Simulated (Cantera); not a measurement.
Thermodynamics of carbothermic reduction, feed PbO + CO

Feed: 1 mol PbO, 0.6 mol CO, equilibrated at 10000 Pa.

Method: chemical equilibrium by Gibbs-energy minimisation in Cantera with the NASA 1993 tables (ideal gas, pure condensed phases). Candidate condensed phases: C, Pb, PbO, PbO2, Pb3O4; 15 gas species. Each liquid is taken as pure. Mutual solubility and eutectic melting of coexisting phases are not modelled. Gases not in the tables: (PbO)n polymers. The numbers say what is thermodynamically allowed, not how fast it happens.

From 602 °C to 802 °C the condensed part is Pb(l) + PbO(yellow). From 902 °C to 1202 °C the condensed part is Pb(l) + PbO(l). At 1302 °C the condensed part is PbO(l). From 1402 °C to 1502 °C nothing is condensed.

```csv
T (°C),log p CO2,log p Pb,log p PbO,log p CO,log p O2,n Pb(l),n PbO(yellow),n PbO(l)
602,-1.00,-6.17,-8.59,-5.47,<-13,0.600,0.400,0
702,-1.00,-5.04,-6.89,-5.08,<-13,0.600,0.400,0
802,-1.00,-4.12,-5.51,-4.75,-10.87,0.599,0.400,0
902,-1.00,-3.36,-4.39,-4.47,-9.11,0.597,0,0.400
1002,-1.01,-2.72,-3.54,-4.15,-7.79,0.588,0,0.399
1102,-1.04,-2.18,-2.81,-3.90,-6.67,0.556,0,0.391
1202,-1.13,-1.72,-2.20,-3.75,-5.72,0.444,0,0.350
1302,-1.41,-1.41,-1.66,-3.91,-4.70,0,0,0.0667
1402,-1.43,-1.43,-1.60,-3.70,-4.04,0,0,0
1502,-1.43,-1.43,-1.61,-3.43,-3.60,0,0,0
```
log p: log10 of the partial pressure in bar; n: condensed amount in mol.
